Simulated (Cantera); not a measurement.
Charge: 1 mol C₂F₆, 0.087 mol F₂, at 1000 Pa.

Method: chemical equilibrium by Gibbs-energy minimisation in Cantera with the NASA 1993 tables (ideal gas, pure condensed phases). Candidate condensed phases: C; 13 gas species. The feed counts by its element totals alone. Gases not in the tables: C₂F₆ and larger saturated fluorocarbons. The numbers say what is thermodynamically allowed, not how fast it happens.

Problem. At 2400 °C, list the 7 most abundant gas species with their mole fractions, and the condensed phases.

Solution. F 0.751, CF₂ 0.206, CF 0.0402, CF₃ 0.00138, CF₄ 0.000882, C₃ 0.000613, C 0.000154. Condensed: C(graphite).
